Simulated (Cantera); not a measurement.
Charge: 1 mol CsOH, 0.15 mol H₂O.

Cantera equilibrium calculation (NASA polynomials, part measured and part estimated; ideal gas, pure solids and liquids). Candidate condensed phases: Cs, CsOH, H₂O; 15 gas species. Equilibrium is a limit: real reactors are often held back by kinetics, nucleation or transport.

Stable condensed phases, one row left out:

```
T in K \ P in Pa
              10      36     130     460    1700    6000   22000   77000  280000 1000000
   2023        A       A       A       A       A       A       A       A       A       A
   1873        A       A       A       A       A       A       A       A       A       A
   1723        A       A       A       A       A       A       A       A       A       A
   1573        A       A       A       A       A       A       A       A       A       A
   1273        A       A       A       A       A       A       A       A       B       B
   1123        A       A       A       A       A       A       A       B       B       B
    973        A       A       A       A       A       B       B       B       B       B
    823        A       A       A       B       B       B       B       B       B       B
```

A: gas only; B: CsOH.

**Question.** Give the row for 1423 K.

**Answer.** 10: gas only; 36: gas only; 130: gas only; 460: gas only; 1700: gas only; 6000: gas only; 22000: gas only; 77000: gas only; 280000: gas only; 1000000: CsOH.
